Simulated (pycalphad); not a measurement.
Computed with pycalphad from the COST 507 light-alloy database (1999), at 1 atm. No gas phase is included, though pure Mg would boil below 1650 K. The database dates from 1999; later assessments differ in places, in temperatures and in the compounds included. Diffusion is slow at the low end, where real alloys seldom reach equilibrium.

Question: How does the equilibrium phase assembly of Al-7.388Si-1.106Mg (wt.%) change on cooling from 1650 K to 370 K?

Answer: 
```csv
T (K),phases above,phases below
883.0,LIQUID,FCC_A1 + LIQUID
842.3,FCC_A1 + LIQUID,DIAMOND_A4 + FCC_A1 + LIQUID
830.6,DIAMOND_A4 + FCC_A1 + LIQUID,DIAMOND_A4 + FCC_A1 + MG2SI
```
Changes were sought between steps of 40 K, so a narrower field can be missed.

Database names, with the compositions (at.%) that they take in these runs: MG2SI: Mg 67 Si 33. FCC_A1 is fcc; DIAMOND_A4 is diamond (Si).
